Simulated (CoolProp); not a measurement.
Model: reference Helmholtz-energy equation of state, Lemmon 2006, in CoolProp. It is a short technical equation, of lower accuracy than the large ones.

### Question
Give the vapour pressure (MPa), enthalpy of vaporisation (kJ/kg), surface tension (mN/m) of saturated isohexane at 54.15, 122.15 °C.

### Answer
| T (°C) | p (MPa) | enthalpy of vaporisation (kJ/kg) | surface tension (mN/m) |
|---|---|---|---|
| 54.15 | 0.0832 | 327 | 14.0 |
| 122.15 | 0.515 | 270 | 7.61 |

Surface tension comes from a separate correlation (Mulero 2012).
